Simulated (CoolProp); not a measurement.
Chlorine along the isobar 8.89 MPa: Z from the reference equation and from simpler models built on Tc = 143.7 °C, pc = 7.642 MPa, ω = 0.070; each cubic takes its own stable root.

Model: reference Helmholtz-energy equation of state, Thol 2021, in CoolProp.

```json
[
 {"T (°C)": "-38.35", "phase": "liquid", "reference": "0.2031", "van der Waals": "0.3204", "Redlich-Kwong": "0.2190", "Soave-Redlich-Kwong": "0.2197", "Peng-Robinson": "0.1951"},
 {"T (°C)": "-27.45", "phase": "liquid", "reference": "(withheld)", "van der Waals": "0.3106", "Redlich-Kwong": "(withheld)", "Soave-Redlich-Kwong": "0.2135", "Peng-Robinson": "0.1895"},
 {"T (°C)": "-16.45", "phase": "liquid", "reference": "(withheld)", "van der Waals": "0.3019", "Redlich-Kwong": "0.2078", "Soave-Redlich-Kwong": "0.2080", "Peng-Robinson": "0.1845"},
 {"T (°C)": "-5.55", "phase": "liquid", "reference": "0.1887", "van der Waals": "0.2943", "Redlich-Kwong": "0.2034", "Soave-Redlich-Kwong": "0.2034", "Peng-Robinson": "0.1804"},
 {"T (°C)": "5.45", "phase": "liquid", "reference": "0.1849", "van der Waals": "0.2876", "Redlich-Kwong": "(withheld)", "Soave-Redlich-Kwong": "(withheld)", "Peng-Robinson": "0.1768"},
 {"T (°C)": "16.45", "phase": "liquid", "reference": "0.1817", "van der Waals": "0.2817", "Redlich-Kwong": "0.1966", "Soave-Redlich-Kwong": "0.1962", "Peng-Robinson": "0.1738"},
 {"T (°C)": "27.35", "phase": "liquid", "reference": "0.1791", "van der Waals": "0.2767", "Redlich-Kwong": "(withheld)", "Soave-Redlich-Kwong": "0.1937", "Peng-Robinson": "0.1715"},
 {"T (°C)": "38.35", "phase": "liquid", "reference": "0.1769", "van der Waals": "0.2725", "Redlich-Kwong": "0.1925", "Soave-Redlich-Kwong": "0.1918", "Peng-Robinson": "0.1698"},
 {"T (°C)": "49.25", "phase": "liquid", "reference": "0.1752", "van der Waals": "0.2691", "Redlich-Kwong": "0.1915", "Soave-Redlich-Kwong": "0.1906", "Peng-Robinson": "0.1687"}
]
```

Task: Some entries are withheld; supply them.

Result: 
- -27.45, reference: 0.1977
- -27.45, Redlich-Kwong: 0.2130
- -16.45, reference: 0.1929
- 5.45, Redlich-Kwong: 0.1997
- 5.45, Soave-Redlich-Kwong: 0.1995
- 27.35, Redlich-Kwong: 0.1943
